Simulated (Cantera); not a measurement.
## Transport properties of process gases

Gas mixture: C2H4 = 0.13 (molar parts), at 10.0 bar, frozen composition.

Cantera's kinetic-theory transport with the Lennard-Jones parameters of GRI-Mech 3.0, ideal gas; thermal conductivity in the multicomponent form.

```
T (K)  ρ (kg/m³)  cp (J/kg/K)  μ (µPa s)  λ (mW/m/K)     Pr  D (cm²/s) NO  D (cm²/s) CH4  D (cm²/s) H2
-----  ---------  -----------  ---------  ----------  -----  ------------  -------------  ------------
400         8.44         1877       13.3        33.5  0.748        0.0272         0.0295         0.104
500         6.75         2220       16.3        48.4  0.750        0.0405         0.0443         0.152
600         5.62         2529       19.1        64.4  0.750        0.0557         0.0613         0.208
700         4.82         2785       21.7        80.4  0.750        0.0728         0.0804         0.270
800         4.22         2991       24.1        96.0  0.750        0.0915          0.101         0.338
900         3.75         3167       26.3         111  0.749         0.112          0.124         0.411
1000        3.37         3354       28.5         128  0.749         0.134          0.149         0.490
```
D: mixture-averaged diffusion coefficient of that species in the mixture.
